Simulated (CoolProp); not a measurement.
Vapour-liquid equilibrium of cis-2-butene (1) + ethanol (2) at 661 kPa; x and y are mole fractions of (1).

Values from CoolProp's multi-fluid Helmholtz-energy mixture model, Lemmon 2005 and Schroeder 2014; pair parameters Bell 2016.

**Question.** Give the bubble temperature and the first vapour's composition at x = 0.45, 0.55, 0.95. Is there an azeotrope?

**Answer.** x = 0.45: 344.9 K, y = 0.899; x = 0.55: 344.3 K, y = 0.902; x = 0.95: 339.4 K, y = 0.972. No azeotrope shows between x = 0.05 and 0.95.

The pair parameters rest on a limited set of measurements; away from them the model extrapolates. With so large a gap from Raoult's law the liquid may split in two, which this calculation doesn't test in full.
